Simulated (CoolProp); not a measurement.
Vapour-liquid equilibrium of R134a (1) + R236FA (2) at 72.6 kPa; x and y are mole fractions of (1).

Values from CoolProp's multi-fluid Helmholtz-energy mixture model, Tillner-Roth 1994 and Pan 2012; pair parameters Bell 2016.

```
x      bubble temperature, mixture model (°C)  bubble temperature, Raoult's law (°C)  y, mixture model  y, Raoult's law
-----  --------------------------------------  -------------------------------------  ----------------  ---------------
0.05                                    -11.1                                  -11.2             0.126            0.132
0.125                                   -13.8                                  -13.9             0.284            0.295
0.2                                     -16.2                                  -16.4             0.413            0.426
0.275                                   -18.4                                  -18.6             0.520            0.533
0.35                                    -20.4                                  -20.7             0.609            0.621
0.425                                   -22.3                                  -22.6             0.684            0.695
0.5                                     -24.0                                  -24.3             0.748            0.757
0.575                                   -25.7                                  -25.9             0.803            0.810
0.65                                    -27.2                                  -27.4             0.850            0.855
0.725                                   -28.6                                  -28.7             0.891            0.894
0.8                                     -29.9                                  -30.0             0.926            0.928
0.875                                   -31.2                                  -31.2             0.957            0.958
0.95                                    -32.4                                  -32.4             0.984            0.984
```

The largest gap from Raoult's law is +0.3 K in bubble temperature, at x = 0.35. No azeotrope shows between x = 0.05 and 0.95.

The pair parameters rest on a limited set of measurements; away from them the model extrapolates.
